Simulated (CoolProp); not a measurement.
Properties of cyclopentane along the isotherm 41.85 °C (Tc = 238.6 °C, pc = 4.583 MPa, ω = 0.202).

The numbers come from the reference Helmholtz-energy equation of state, Gedanitz 2015 in CoolProp.

```csv
p (MPa),phase,cp (kJ/(kg K)),speed of sound (m/s)
0.0217,gas,1.279,201.6
0.0328,gas,1.282,201.0
0.0495,gas,1.288,199.9
0.0746,gas,1.296,198.4
0.113,liquid,1.895,1118
0.17,liquid,1.895,1118
0.256,liquid,1.895,1119
0.387,liquid,1.895,1120
0.583,liquid,1.894,1121
0.88,liquid,1.893,1124
1.33,liquid,1.892,1127
2,liquid,1.890,1132
3.02,liquid,1.887,1140
4.56,liquid,1.883,1151
6.87,liquid,1.877,1168
```
